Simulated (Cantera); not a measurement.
Input: 1 mol B2O3, 53 mol H2, equilibrated at 1.35 Torr.

These are equilibrium values from Cantera (NASA tables, ideal gas, pure condensed phases), not measurements of a reactor. Candidate condensed phases: B, B2O3, B3O3H3, H2O; 23 gas species. Rates play no part. All values below are at 2075 °C.

Base state: H2 0.712, H 0.246, BO 0.0205, H2O 0.00975, HBO 0.00549, HBO2 0.00484, OH 0.000578, B2O3 0.000402 (mole fractions); condensed: gas only.

**Question.** What changes in the equilibrium state with this change: B2O3 replaced by borazine?

**Answer.** 
```tsv
species	before	after
H2	0.712	0.718
H	0.246	0.247
N2	0	0.0226
BO	0.0205	0
B	2.27e-7	0.0101
H2O	0.00975	0
HBO	0.00549	0
B(s), mol	0	2.18
```
The feed counts by its element totals alone. The tables' values for BH2 are old estimates; treat these amounts as uncertain. Further candidate phases: BN.
